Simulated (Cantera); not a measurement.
Charge: 1 mol SiHCl3, a varied amount of H2, at 1623 K and 1.33 mbar.

Equilibrium computed with Cantera from the NASA thermochemical tables; the gas is ideal and each condensed phase is pure. Candidate condensed phases: Si; 19 gas species. Rates play no part.

Problem. What share of the Si ends up in condensed phases as a function of n(H2) (mol), at 5.9, 10, 17, 29, 48, 82, 140?

Solution. 
```json
[
 {"n(H2) (mol)": "5.9", "Si condensed (%)": "10.7", "as": "Si(s)"},
 {"n(H2) (mol)": "10", "Si condensed (%)": "23.0", "as": "Si(s)"},
 {"n(H2) (mol)": "17", "Si condensed (%)": "36.4", "as": "Si(s)"},
 {"n(H2) (mol)": "29", "Si condensed (%)": "49.9", "as": "Si(s)"},
 {"n(H2) (mol)": "48", "Si condensed (%)": "61.7", "as": "Si(s)"},
 {"n(H2) (mol)": "82", "Si condensed (%)": "72.3", "as": "Si(s)"},
 {"n(H2) (mol)": "140", "Si condensed (%)": "80.2", "as": "Si(s)"}
]
```
